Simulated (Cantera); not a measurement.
# Equilibrium for silicon oxide and oxynitride deposition: HMDSO + NO + H2

Input: 1 mol HMDSO, 0.55 mol NO, 38 mol H2, at 573.15 K.

Method: chemical equilibrium by Gibbs-energy minimisation in Cantera with the NASA 1993 tables (ideal gas, pure condensed phases). Candidate condensed phases: C, C6H6, C7H8, C8H18, H2O, Si, SiC, SiO2, Si2N2O, Si3N4; 151 gas species. The feed counts by its element totals alone. Kinetics and transport are ignored.

```
P (Pa)   x H2   x CH4    x C2H6  n C(graphite)  n SiC(s)  n SiO2(α-quartz)  n Si2N2O(s)
------  -----  ------  --------  -------------  --------  ----------------  -----------
5       0.990  0.0100  3.13e-11           4.72     0.812             0.637        0.275
26      0.952  0.0483  7.52e-10           3.02     0.812             0.637        0.275
140     0.876   0.124   5.39e-9              0     0.812             0.637        0.275
710     0.876   0.124   5.39e-9              0     0.812             0.637        0.275
3700    0.876   0.124   5.39e-9              0     0.812             0.637        0.275
19000   0.876   0.124   5.39e-9              0     0.812             0.637        0.275
100000  0.876   0.124   5.39e-9              0     0.812             0.637        0.275
```
x: gas mole fraction; n: condensed amount in mol.

From 0.0375 Torr to 0.195 Torr the condensed part is C(graphite) + SiC(s) + SiO2(α-quartz) + Si2N2O(s). From 1.05 Torr to 750 Torr the condensed part is SiC(s) + SiO2(α-quartz) + Si2N2O(s).
